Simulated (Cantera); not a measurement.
Feed: 1 mol Si3N4, 11 mol H2O, 3.2 mol H2, held at 0.100 bar.

These are equilibrium values from Cantera (NASA tables, ideal gas, pure condensed phases), not measurements of a reactor. Candidate condensed phases: H2O, Si, SiO2, Si2N2O, Si3N4; 35 gas species. The tables hold silica as quartz up to 1696 K and as liquid above; real silica turns to tridymite and cristobalite and melts near 1996 K. Gases not in the tables: Si(OH)4. The numbers say what is thermodynamically allowed, not how fast it happens. All values below are at 1275 K.

Base state: H2 0.568, H2O 0.309, N2 0.123 (mole fractions); condensed: SiO2(β-quartz).

Problem. What changes in the equilibrium state with this change: 0.25 mol CH4 added?

Solution. 
| species | before | after |
|---|---|---|
| H2 | 0.568 | 0.590 |
| H2O | 0.309 | 0.277 |
| N2 | 0.123 | 0.118 |
| CO | 0 | 0.0115 |
| CO2 | 0 | 0.00325 |
| SiO2(β-quartz), mol | 3.00 | 3.00 |
Further candidate phases: C, C6H6, C7H8, C8H18, SiC.
